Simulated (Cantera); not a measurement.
What does this Cantera script print?

```python
import numpy as np
import cantera as ct

gas = ct.Solution("SiF4_NH3_mec.yaml", "gas")
gas.TPX = 2275, 3300, {'NH3': 1.3, 'N2': 0.44}
inlet = ct.Reservoir(gas, clone=True)

reactor = ct.IdealGasConstPressureReactor(gas, energy="off", clone=False)
exhaust = ct.Reservoir(gas, clone=True)
tau = [0.35, 0.18, 0.09, 0.045, 0.023, 0.012, 0.0059, 0.003, 0.0015, 0.00077, 0.00039][0]
for a, b in ((inlet, reactor), (reactor, exhaust)):
    ct.MassFlowController(a, b, mdot=lambda t: reactor.mass / tau)
net = ct.ReactorNet([reactor])
show = ['NH3', 'H', 'N2', 'N2H2', 'N2H4']

rows = []
print(f"{'tau/s':>10s}{'T/K':>9s}" + "".join(f"{s:>11s}" for s in show))
for tau in [0.35, 0.18, 0.09, 0.045, 0.023, 0.012, 0.0059, 0.003, 0.0015, 0.00077, 0.00039]:
    net.initial_time = 0.0
    net.advance(30 * tau)
    before = gas.X
    net.advance(40 * tau)
    drift = np.max(np.abs(gas.X - before) / (gas.X + 1e-9))
    rows.append([gas.T, *gas[show].X, drift])
    print(f"{tau:10.3e}{gas.T:9.1f}" + "".join(f"{x:11.3e}" for x in gas[show].X))
```

It prints:

```
     tau/s      T/K        NH3          H         N2       N2H2       N2H4
 3.500e-01   2275.0  9.029e-02  1.664e-03  3.452e-01  1.620e-06  1.528e-09
 1.800e-01   2275.0  1.569e-01  1.262e-03  3.357e-01  3.062e-06  3.280e-09
 9.000e-02   2275.0  2.578e-01  9.046e-04  3.213e-01  5.553e-06  6.593e-09
 4.500e-02   2275.0  3.827e-01  6.069e-04  3.035e-01  9.128e-06  1.171e-08
 2.300e-02   2275.0  5.032e-01  3.851e-04  2.863e-01  1.311e-05  1.803e-08
 1.200e-02   2275.0  5.978e-01  2.343e-04  2.728e-01  1.649e-05  2.464e-08
 5.900e-03   2275.0  6.670e-01  1.288e-04  2.629e-01  1.860e-05  3.109e-08
 3.000e-03   2275.0  7.055e-01  6.860e-05  2.574e-01  1.841e-05  3.432e-08
 1.500e-03   2275.0  7.269e-01  3.347e-05  2.544e-01  1.561e-05  3.196e-08
 7.700e-04   2275.0  7.375e-01  1.577e-05  2.531e-01  1.057e-05  2.331e-08
 3.900e-04   2275.0  7.427e-01  7.638e-06  2.527e-01  4.881e-06  1.168e-08
```

Model: the gas-phase N/H chemistry of the illustrative SiF4/NH3 mechanism in the Surface Chemkin manual (1991), integrated in Cantera. Walls and surfaces, which speed up NH3 decomposition in real reactors, are not modelled.
